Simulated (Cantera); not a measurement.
## Thermodynamics of fluorocarbon and chlorocarbon gases, feed CH₃Cl + HCl

Charge: 1 mol CH₃Cl, 0.023 mol HCl, held at 1700 Pa.

These are equilibrium values from Cantera (NASA tables, ideal gas, pure condensed phases), not measurements of a reactor. Candidate condensed phases: C, C₆H₆, C₇H₈, C₈H₁₈; 91 gas species. Rates play no part.

| T (K) | x HCl | x H₂ | x H | x Cl | x C₂H₂ (acetylene) | x CH₄ | n C(graphite) |
|---|---|---|---|---|---|---|---|
| 1275 | 0.506 | 0.494 | 3.97e-6 | 3.45e-6 | 1.90e-7 | 3.85e-5 | 1.000 |
| 1375 | 0.506 | 0.494 | 1.85e-5 | 1.57e-5 | 8.79e-7 | 2.07e-5 | 1.000 |
| 1475 | 0.506 | 0.494 | 6.99e-5 | 5.80e-5 | 3.30e-6 | 1.21e-5 | 1.000 |
| 1575 | 0.505 | 0.494 | 0.000224 | 0.000182 | 1.04e-5 | 7.55e-6 | 1.000 |
| 1675 | 0.505 | 0.494 | 0.000626 | 0.000499 | 2.87e-5 | 5.00e-6 | 1.000 |
| 1775 | 0.504 | 0.493 | 0.00156 | 0.00122 | 7.02e-5 | 3.46e-6 | 1.000 |
| 1875 | 0.501 | 0.492 | 0.00353 | 0.00272 | 0.000156 | 2.50e-6 | 0.999 |
| 1975 | 0.497 | 0.490 | 0.00735 | 0.00557 | 0.000318 | 1.85e-6 | 0.999 |
x: gas mole fraction; n: condensed amount in mol.

From 1275 K to 1975 K the condensed part is C(graphite). The main C-bearing gas is CH₄ at 1275 K and C₂H₂ (acetylene) at 1975 K.
